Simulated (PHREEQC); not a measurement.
Solution (25 °C): 3.1 mol NaBr, 0.13 mol Na2SO4 and 0.0017 mol H4SiO4 per kg of water. Closed to the air; pH follows from the charge balance.

Computed with PHREEQC (Pitzer model, pitzer.dat).

Each row changes one thing in this solution. Precipitation was switched off in this run.

```json
[
 {"case": "as made", "pH": "5.88", "H3SiO4- (mol/kgw)": "1.01e-6", "SI of SiO2(a) (SiO2)": "+0.16"},
 {"case": "temperature from 25 to 15 °C", "pH": "5.92", "H3SiO4- (mol/kgw)": "7.73e-7", "SI of SiO2(a) (SiO2)": "+0.26"},
 {"case": "Na2SO4 from 0.13 to 1.3 mol/kgw", "pH": "6.08", "H3SiO4- (mol/kgw)": "2.40e-6", "SI of SiO2(a) (SiO2)": "+0.24"},
 {"case": "NaBr replaced by NaCl at the same molality", "pH": "5.92", "H3SiO4- (mol/kgw)": "1.13e-6", "SI of SiO2(a) (SiO2)": "+0.15"},
 {"case": "Na2SO4 replaced by NaHCO3 at the same molality", "pH": "7.42", "H3SiO4- (mol/kgw)": "3.47e-5", "SI of SiO2(a) (SiO2)": "+0.15"}
]
```

Species that the database lacks are ignored. Some of these states are supersaturated (in SiO2(a), for instance). In brines, pH and single-ion activities rest on the MacInnes convention.
